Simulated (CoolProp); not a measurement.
Vapour-liquid equilibrium of propane (1) + isobutane (2) at 1.05 °C; x and y are mole fractions of (1).

Computed with CoolProp (multi-fluid Helmholtz-energy mixture model, Lemmon 2009 and Bücker 2006; pair parameters Kunz 2012).

### Question
Give the bubble pressure and the first vapour's composition at x = 0.15, 0.45, 0.95. Is there an azeotrope?

### Answer
x = 0.15: 0.2095 MPa, y = 0.326; x = 0.45: 0.3025 MPa, y = 0.686; x = 0.95: 0.4719 MPa, y = 0.981. No azeotrope shows between x = 0.05 and 0.95.

Pair parameters are fitted to limited data, so mixtures are less certain than the pure fluids.
